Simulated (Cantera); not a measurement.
Input (Python, Cantera) and output of one run.

```python
import numpy as np
import cantera as ct

gas_names = [...]  # 113 gases of nasa_gas.yaml made of C, F, H, Si
cond_names = """
    C(gr) C6H6(L) C7H8(L) C8H18(L),n-octa Si(cr) Si(L) SiC(b)
""".split()


# ... load() reads the species with a 1 bar reference pressure and builds the phases ...
atoms = {
    'CHF3': {'C': 1, 'H': 1, 'F': 3},
    'Si': {'Si': 1},
}
top_T = {'C(gr)': 4500, 'SiC(b)': 3050}  # K; cautious upper limits of use, not melting points


# ... equilibrate(T, P, feed) seeds the gas with the atoms and calls Mixture.equilibrate('TP', solver="vcs", rtol=1e-11, max_steps=5000) ...
results = []
T = 2975  # K
P = 10000  # Pa
for m in [0.019, 0.04, 0.06, 0.081, 0.1, 0.12, 0.14, 0.16, 0.18, 0.2, 0.22, 0.24, 0.26]:
    feed = {'CHF3': 1, 'Si': m}  # mol
    mix = equilibrate(T, P, feed)
    results.append((T, P, feed, dict(zip(mix.species_names, mix.species_moles))))

top = {s: max(r[3][s] / sum(r[3][g] for g in gas_names) for r in results) for s in gas_names}
cols = sorted((s for s in top if top[s] > 0.0001), key=lambda s: -top[s])[:5]
seen = [c for c in cond_names if any(r[3].get(c, 0) > 1e-12 for r in results)]
print("log10 of partial pressures in bar; condensed amounts in mol")
print(f"{'n(Si)':>10s}" + "".join(f"{s[:9]:>10s}" for s in cols + seen))
for T, P, feed, n in results:
    ng = sum(n[g] for g in gas_names)
    print(f"{feed['Si']:10.4g}" + "".join(f"{np.log10(max(n[s] / ng * P / 1e5, 1e-99)):10.3f}" for s in cols)
          + "".join(f"{n.get(c, 0):10.4g}" for c in seen))
```

Output:

```
log10 of partial pressures in bar; condensed amounts in mol
     n(Si)        HF         F       CF2      SiF4        CF     C(gr)
     0.019    -1.419    -1.365    -1.895    -3.185    -2.325    0.5177
      0.04    -1.412    -1.374    -1.912    -2.855    -2.333    0.5409
      0.06    -1.405    -1.383    -1.930    -2.673    -2.342    0.5629
     0.081    -1.398    -1.392    -1.949    -2.537    -2.352    0.5859
       0.1    -1.391    -1.402    -1.968    -2.440    -2.361    0.6065
      0.12    -1.384    -1.412    -1.990    -2.354    -2.372     0.628
      0.14    -1.377    -1.424    -2.012    -2.281    -2.383    0.6494
      0.16    -1.369    -1.436    -2.037    -2.217    -2.395    0.6705
      0.18    -1.362    -1.449    -2.063    -2.160    -2.409    0.6915
       0.2    -1.354    -1.463    -2.091    -2.108    -2.423    0.7122
      0.22    -1.346    -1.479    -2.122    -2.061    -2.438    0.7327
      0.24    -1.338    -1.495    -2.155    -2.017    -2.455    0.7529
      0.26    -1.330    -1.514    -2.192    -1.977    -2.473    0.7727
```

Cantera equilibrium calculation (NASA polynomials, part measured and part estimated; ideal gas, pure solids and liquids). The tables' values for SiF3, SiF2 are old estimates; treat these amounts as uncertain.
